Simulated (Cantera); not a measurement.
Input: 1 mol PbO, 0.63 mol H2, equilibrated at 101000 Pa.

Method: chemical equilibrium by Gibbs-energy minimisation in Cantera with the NASA 1993 tables (ideal gas, pure condensed phases). Candidate condensed phases: H2O, Pb, PbO, PbO2, Pb3O4; 12 gas species. Each liquid is taken as pure. Mutual solubility and eutectic melting of coexisting phases are not modelled. Gases not in the tables: (PbO)n polymers. Equilibrium is a limit: real reactors are often held back by kinetics, nucleation or transport.

Problem. At 1273 K, list the 4 most abundant gas species with their mole fractions, and the condensed phases.

Solution. H2O 0.997, Pb 0.00181, H2 0.000429, PbO 0.000276. Condensed: Pb(l) + PbO(l).
